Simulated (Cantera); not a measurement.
Input (Python, Cantera) and output of one run.

```python
import numpy as np
import cantera as ct

gas_names = """
    H H2 N NH NH2 NH3 N2 N2H2 N2H4 Si SiH SiH2 SiH3 SiH4 SiN Si2 Si2N Si3
""".split()
cond_names = """
    Si(cr) Si(L) Si3N4(a)
""".split()


# ... load() reads the species with a 1 bar reference pressure and builds the phases ...
atoms = {
    'SiH4': {'Si': 1, 'H': 4},
    'N2': {'N': 2},
}
top_T = {'Si3N4(a)': 2400}  # K; cautious upper limits of use, not melting points


# ... equilibrate(T, P, feed) seeds the gas with the atoms and calls Mixture.equilibrate('TP', solver="vcs", rtol=1e-11, max_steps=5000) ...
results = []
feed = {'SiH4': 1, 'N2': 0.68}  # mol
P = 720  # Pa
for T in [723, 798, 873, 948, 1023, 1098, 1173, 1248, 1323, 1398, 1473, 1548, 1623]:
    mix = equilibrate(T, P, feed)
    results.append((T, P, feed, dict(zip(mix.species_names, mix.species_moles))))

top = {s: max(r[3][s] / sum(r[3][g] for g in gas_names) for r in results) for s in gas_names}
cols = sorted((s for s in top if top[s] > 1e-06), key=lambda s: -top[s])[:5]
seen = [c for c in cond_names if any(r[3].get(c, 0) > 1e-12 for r in results)]
print("log10 of partial pressures in bar; condensed amounts in mol")
print(f"{'T/K':>10s}" + "".join(f"{s[:9]:>10s}" for s in cols + seen))
for T, P, feed, n in results:
    ng = sum(n[g] for g in gas_names)
    print(f"{T:10.4g}" + "".join(f"{np.log10(max(n[s] / ng * P / 1e5, 1e-99)):10.3f}" for s in cols)
          + "".join(f"{n.get(c, 0):10.4g}" for c in seen))
```

Output:

```
log10 of partial pressures in bar; condensed amounts in mol
       T/K        H2        N2         H        Si      SiH2    Si(cr)  Si3N4(a)
       723    -2.146    -4.322   -14.147   -34.026   -26.308         0    0.3333
       798    -2.146    -4.322   -12.647   -29.283   -22.973         0    0.3333
       873    -2.146    -4.322   -11.403   -25.359   -20.212         0    0.3333
       948    -2.146    -4.322   -10.353   -22.058   -17.889         0    0.3333
      1023    -2.146    -4.322    -9.456   -19.244   -15.908         0    0.3333
      1098    -2.146    -4.322    -8.680   -16.817   -14.199         0    0.3333
      1173    -2.146    -4.322    -8.001   -14.703   -12.710         0    0.3333
      1248    -2.146    -4.322    -7.403   -12.845   -11.401         0    0.3333
      1323    -2.146    -4.322    -6.873   -11.201   -10.242         0    0.3333
      1398    -2.146    -4.322    -6.398    -9.735    -9.209         0    0.3333
      1473    -2.146    -4.322    -5.971    -8.420    -8.282         0    0.3333
      1548    -2.150    -3.927    -5.587    -7.498    -7.714   0.03011    0.3233
      1623    -2.171    -3.354    -5.246    -6.806    -7.360    0.1763    0.2745
```

Equilibrium computed with Cantera from the NASA thermochemical tables; the gas is ideal and each condensed phase is pure. N2 is the only nitrogen source here; it is nearly inert below about 1500 K, so the nitride shown seldom forms there in practice. Mutual solubility and eutectic melting of coexisting phases are not modelled.
